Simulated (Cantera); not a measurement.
A perfectly stirred reactor is fed with 16.6 % C₂H₆, 82.9 % H₂, 0.547 % H₂O, at 0.987 atm; it is held at 1875 K, and followed from long to short residence time.

Cantera simulation using GRI-Mech 3.0 (53 species, 325 reactions); the numbers are that mechanism's predictions, not measurements. GRI-Mech 3.0 stops at C3 and has no aromatics, soot or wall deposition, so with more carbon than oxygen in the feed, carbon stays in small species such as C2H2 where larger ones or solid carbon would form.

Predict: x(C₂H₆) at τ = 3.90 s; x(H₂) at τ = 3.90 s; x(H) at τ = 3.90 s; x(C₂H₄) at τ = 3.90 s; x(C₂H₂) at τ = 3.90 s; x(C₂H₆) at τ = 40.0 ms; x(H₂) at τ = 40.0 ms; x(H) at τ = 40.0 ms; x(C₂H₄) at τ = 40.0 ms; x(C₂H₂) at τ = 40.0 ms.


```json
{
 "x(C₂H₆) at τ = 3.90 s": "1.41e-6",
 "x(H₂) at τ = 3.90 s": "0.867",
 "x(H) at τ = 3.90 s": "0.000616",
 "x(C₂H₄) at τ = 3.90 s": "0.00143",
 "x(C₂H₂) at τ = 3.90 s": "0.117",
 "x(C₂H₆) at τ = 40.0 ms": "2.88e-5",
 "x(H₂) at τ = 40.0 ms": "0.850",
 "x(H) at τ = 40.0 ms": "0.000649",
 "x(C₂H₄) at τ = 40.0 ms": "0.00150",
 "x(C₂H₂) at τ = 40.0 ms": "0.109"
}
```
